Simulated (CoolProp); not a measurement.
Properties of trans-2-butene along the isobar 22.1 bar (Tc = 428.6 K, pc = 40.19 bar, ω = 0.210).

Values from CoolProp's reference Helmholtz-energy equation of state, Lemmon 2005. It is a short technical equation, of lower accuracy than the large ones.

| T (K) | phase | cp (kJ/(kg K)) | cv (kJ/(kg K)) | isothermal compressibility (1/MPa) | expansivity (1/kK) |
|---|---|---|---|---|---|
| 285.7 | liquid | 2.260 | 1.576 | 0.002283 | 1.834 |
| 294.8 | liquid | 2.300 | 1.602 | 0.002561 | 1.916 |
| 303.9 | liquid | 2.343 | 1.629 | 0.002891 | 2.010 |
| 313.1 | liquid | 2.390 | 1.658 | 0.003293 | 2.121 |
| 322.2 | liquid | 2.441 | 1.686 | 0.003779 | 2.250 |
| 331.3 | liquid | 2.496 | 1.716 | 0.004381 | 2.405 |
| 340.4 | liquid | 2.558 | 1.746 | 0.005146 | 2.593 |
| 349.6 | liquid | 2.629 | 1.777 | 0.006155 | 2.830 |
| 358.7 | liquid | 2.710 | 1.809 | 0.007503 | 3.131 |
| 367.8 | liquid | 2.809 | 1.842 | 0.009405 | 3.531 |
| 376.9 | liquid | 2.934 | 1.877 | 0.01227 | 4.096 |
| 386.1 | liquid | 3.111 | 1.915 | 0.01712 | 4.981 |
| 395.2 | gas | 2.917 | 1.980 | 0.8419 | 10.71 |
| 404.3 | gas | 2.669 | 1.971 | 0.7362 | 8.192 |
| 413.4 | gas | 2.545 | 1.975 | 0.6765 | 6.784 |
| 422.6 | gas | 2.475 | 1.986 | 0.6368 | 5.855 |
